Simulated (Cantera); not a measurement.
Cantera run:

```python
import numpy as np
import cantera as ct

gas_names = """
    AL ALCL ALCL2 ALCL3 ALH ALO ALOCL ALOH ALO2 ALO2H AL2 AL2CL6 AL2O AL2O2 CL CLO CL2 H HALO HCL HOCL
    HO2 H2 H2O H2O2 O OH O2 O3
""".split()
cond_names = """
    AL(cr) AL(L) ALCL3(s) ALCL3(L) AL2O3(a) AL2O3(L) H2O(s) H2O(L)
""".split()


# ... load() reads the species with a 1 bar reference pressure and builds the phases ...
atoms = {
    'Al': {'AL': 1},
    'H2O': {'H': 2, 'O': 1},
    'H2': {'H': 2},
    'HCl': {'H': 1, 'CL': 1},
}
top_T = {}  # K; cautious upper limits of use, not melting points


# ... equilibrate(T, P, feed) seeds the gas with the atoms and calls Mixture.equilibrate('TP', solver="vcs", rtol=1e-11, max_steps=5000) ...
results = []
feed = {'Al': 1, 'H2O': 1.5, 'H2': 1.9, 'HCl': 7}  # mol
T = 1548  # K
P = 200  # Pa
mix = equilibrate(T, P, feed)
results.append((T, P, feed, dict(zip(mix.species_names, mix.species_moles))))
x = sorted(zip(gas.X, gas.species_names), reverse=True)
print(f"T = {T:g} K  P = {P:g} Pa  gas = {mix.phase_moles(0):.4g} mol")
print("   x: " + "  ".join(f"{s} {v:.3e}" for v, s in x if v > 0.0001))
print("   condensed (mol): " + ("  ".join(f"{mix.phase(i).name} {mix.phase_moles(i):.4g}"
      for i in range(1, mix.n_phases) if mix.phase_moles(i) > 1e-12) or "none"))
```

It prints:

```
T = 1548 K  P = 200 Pa  gas = 10.4 mol
   x: HCL 6.697e-01  H2 3.270e-01  H2O 1.396e-03  ALCL3 8.476e-04  CL 6.440e-04  H 3.937e-04
   condensed (mol): AL2O3(a) 0.4952
```

Equilibrium computed with Cantera from the NASA thermochemical tables; the gas is ideal and each condensed phase is pure. The tables' values for AlCl2 are old estimates; treat these amounts as uncertain.
